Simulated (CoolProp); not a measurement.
Vapour-liquid equilibrium of n-octane (1) + o-xylene (2) at 1.15 MPa; x and y are mole fractions of (1).

The numbers come from the multi-fluid Helmholtz-energy mixture model, Beckmüller 2019 and Zhou 2012; pair parameters Bell 2016 in CoolProp.

Question: Give the bubble temperature and the first vapour's composition at x = 0.2, 0.65, 0.95. Is there an azeotrope?

Answer: x = 0.2: 534.2 K, y = 0.249; x = 0.65: 523.0 K, y = 0.702; x = 0.95: 516.9 K, y = 0.959. No azeotrope shows between x = 0.05 and 0.95.

The pair parameters rest on a limited set of measurements; away from them the model extrapolates.
